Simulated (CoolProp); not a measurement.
Saturated liquid density (kg/m³) of ethylene: the reference equation beside estimates from Tc = 9.2 °C, pc = 5.042 MPa, ω = 0.087. Rackett uses Z = 0.29056 − 0.08775 ω.

Model: reference Helmholtz-energy equation of state, Smukala 2000, in CoolProp.

```tsv
T (°C)	reference	Rackett	van der Waals	Redlich-Kwong	Soave-Redlich-Kwong
-79.85	531.9	527.8	348.4	506.6	509.5
-72.35	519.9	516.1	340.5	492.5	496.0
-64.95	507.6	…	332.3	477.8	481.9
-57.55	494.7	491.3	323.5	462.2	466.7
-50.15	481.1	477.9	314.3	445.6	450.5
-42.75	466.6	463.7	304.4	…	433.0
-35.35	451.0	448.5	293.7	408.5	413.9
-27.95	434.0	…	282.0	387.5	393.0
-20.55	415.1	413.5	269.1	…	369.7
-13.15	393.5	392.5	254.4	338.2	343.2
-5.75	367.3	367.3	…	…	312.0
```

**Question.** What belongs in the gaps?

**Answer.** 
- -64.95, Rackett: 504.0
- -42.75, Redlich-Kwong: 427.7
- -27.95, Rackett: 431.9
- -20.55, Redlich-Kwong: 364.3
- -5.75, van der Waals: 237.0
- -5.75, Redlich-Kwong: 307.6

Absolute difference from the reference over all 11 rows, mean and median: Rackett 0.5 and 0.6 %, van der Waals 34.9 and 34.8 %, Redlich-Kwong 9.2 and 8.3 %, Soave-Redlich-Kwong 8.1 and 7.2 %.
